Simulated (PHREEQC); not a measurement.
Synthetic water in mmol/kgw, 20 °C, pH 5.77, pe -0.8:

```tsv
constituent	mmol/kgw
Na	0.00115
K	0.000279
Ca	0.000547
Mg	0.00018
Cl	0.000349
S(6)	0.000694
Alkalinity (meq/kgw)	0.00142
Si	1.03e-06
```

Valence states are taken as typed.

The numbers come from PHREEQC with the ion-association model, phreeqc.dat.

The ionic strength is 6.14e-6 mol/kgw and the charge-balance error comes out as -2.9 %.

| species | molality | activity | log γ |
|---|---|---|---|
| CO2 | 1.27e-5 | 1.27e-5 | 0.000 |
| HCO3- | 3.12e-6 | 3.11e-6 | -0.001 |
| H+ | 1.70e-6 | 1.70e-6 | -0.001 |
| Na+ | 1.15e-6 | 1.15e-6 | -0.001 |
| SO4-2 | 6.94e-7 | 6.86e-7 | -0.005 |
| Ca+2 | 5.47e-7 | 5.41e-7 | -0.005 |

Precipitation was switched off in this run.
